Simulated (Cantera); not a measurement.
A closed system holds: 1 mol MgO, 0.014 mol N2, at 1000 Pa.

Equilibrium computed with Cantera from the NASA thermochemical tables; the gas is ideal and each condensed phase is pure. Candidate condensed phases: Mg, MgO; 13 gas species. Equilibrium is a limit: real reactors are often held back by kinetics, nucleation or transport. All values below are at 2400 K.

Base state: N2 0.917, Mg 0.0489, O2 0.0161, O 0.0110, NO 0.00571, MgO 0.00142 (mole fractions); condensed: MgO(s).

Task: What changes in the equilibrium state with this change: pressure from 1000 Pa to 1.10 Pa?

Result: 
```
species       before     after
-----------  -------  --------
Mg            0.0489     0.511
O             0.0110     0.451
O2            0.0161    0.0297
N2             0.917   0.00683
NO           0.00571  0.000671
MgO          0.00142  0.000670
MgO(s), mol    0.999         0
```
